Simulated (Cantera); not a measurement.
Feed: 1 mol borazine, 0.49 mol N₂, 1 mol H₂O, at 1727 °C and 0.140 bar.

These are equilibrium values from Cantera (NASA tables, ideal gas, pure condensed phases), not measurements of a reactor. The feed counts by its element totals alone. The tables' values for BH₂ are old estimates; treat these amounts as uncertain. Equilibrium is a limit: real reactors are often held back by kinetics, nucleation or transport.

| species | before | after |
|---|---|---|
| H₂ | 0.703 | 0.825 |
| HBO | 0.0708 | 0.113 |
| B₂O₂ | 0.0194 | 0.0424 |
| N₂ | 0.171 | 0.000841 |
| B₂O₃ | 0.0174 | 0.00394 |
| B₂O | 5.50e-6 | 0.000116 |
| BH₃ | 5.54e-7 | 1.01e-5 |
| BH₂ | 2.31e-5 | 0.000386 |
| H₂O | 0.000507 | 6.17e-5 |
| HBO₂ | 0.00920 | 0.00153 |
| B₃O₃H₃ | 5.51e-6 | 2.26e-5 |
| BN(s), mol | 2.15 | 0.972 |
| B(s), mol | 0 | 0.0503 |
Gas species are given as mole fractions.

### Question
Which change was made?
A. H₂O from 1 to 0.07 mol
B. temperature from 1727 °C to 2052 °C
C. temperature from 1727 °C to 1775 °C
D. borazine replaced by B₂H₆

### Answer
D, borazine replaced by B₂H₆. Mutual solubility and eutectic melting of coexisting phases are not modelled. Gases not in the tables: B₂H₆ and higher boranes
